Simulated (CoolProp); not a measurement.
A closed Brayton cycle with carbon dioxide: compressor inlet 308.15 K and 8.7 MPa, high pressure 27.9 MPa, turbine inlet 730 K, compressor efficiency 0.8, turbine efficiency 0.85, recuperator effectiveness 0.95 (on enthalpy, no pinch check). Each further row changes one setting.

Values from CoolProp's reference Helmholtz-energy equation of state, Span 1996.

```tsv
case	thermal efficiency (%)	net work (kJ/kg)	compressor to turbine work	compressor exit (K)	turbine exit (K)
as stated	32.8	89.5	0.27	345.5	606.9
turbine inlet 680 K	30.4	?	0.30	345.5	561.1
compressor inlet 318.15 K	?	67.5	?	?	606.9
high pressure 23.7 MPa	?	80.9	0.25	?	623.7
recuperator effectiveness 0.5	?	89.5	0.27	345.5	606.9
```

**Question.** Fill in the missing entries.

**Answer.** 
- turbine inlet 680 K, net work (kJ/kg): 79.0
- compressor inlet 318.15 K, thermal efficiency (%): 29.1
- compressor inlet 318.15 K, compressor to turbine work: 0.45
- compressor inlet 318.15 K, compressor exit (K): 403.3
- high pressure 23.7 MPa, thermal efficiency (%): 31.8
- high pressure 23.7 MPa, compressor exit (K): 339.2
- recuperator effectiveness 0.5, thermal efficiency (%): 21.5
